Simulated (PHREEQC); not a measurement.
A solution holds 1.2 mmol/kgw HCl, 11 mmol/kgw FeSO4 and 13 mmol/kgw Na2SO4, at 25 °C. Closed to the air; pH follows from the charge balance.

Equilibrium calculation in PHREEQC: ion-association model, wateq4f.dat.

Each row changes one thing in this solution. This is a speciation only: nothing precipitates in the calculation.

| case | pH | ionic strength (mol/kgw) | Na+ (mol/kgw) | SO4-2 (mol/kgw) | NaSO4- (mol/kgw) | HSO4- (mol/kgw) | SI of Mirabilite (Na2SO4:10H2O) |
|---|---|---|---|---|---|---|---|
| as made | 3.26 | 0.0643 | 0.0250 | 0.0183 | 0.000976 | 0.000524 | -4.38 |
| temperature from 25 to 40 °C | 3.32 | 0.0619 | 0.0250 | 0.0176 | 0.00102 | 0.000611 | -5.07 |
| Na2SO4 from 0.013 to 0.065 mol/kgw | 3.48 | 0.196 | 0.120 | 0.0593 | 0.0104 | (withheld) | -2.76 |
| HCl from 0.0012 to 0.0006 mol/kgw | 3.56 | 0.0641 | 0.0250 | 0.0185 | 0.000988 | 0.000264 | -4.38 |
| HCl left out | 6.13 | 0.0639 | 0.0250 | 0.0187 | 0.00100 | 7.17e-7 | -4.37 |
| FeSO4 replaced by MnSO4 at the same molality | 3.25 | 0.0643 | 0.0250 | 0.0183 | 0.000976 | 0.000533 | -4.38 |
| HCl replaced by ZnCl2 at the same molality | (withheld) | (withheld) | 0.0250 | 0.0182 | 0.000967 | 8.11e-7 | -4.39 |
| Na2SO4 from 0.013 to 0.0117 mol/kgw | 3.25 | 0.0610 | (withheld) | 0.0172 | 0.000842 | 0.000511 | -4.49 |

### Question
Some entries are withheld; supply them.

### Answer

- Na2SO4 from 0.013 to 0.065 mol/kgw, HSO4- (mol/kgw): 0.000769
- HCl replaced by ZnCl2 at the same molality, pH: 6.06
- HCl replaced by ZnCl2 at the same molality, ionic strength (mol/kgw): 0.0657
- Na2SO4 from 0.013 to 0.0117 mol/kgw, Na+ (mol/kgw): 0.0226

Complexes and solids missing from the database can't appear. At this temperature some constants are extrapolated from 25 °C, and those without enthalpy data are left unchanged.
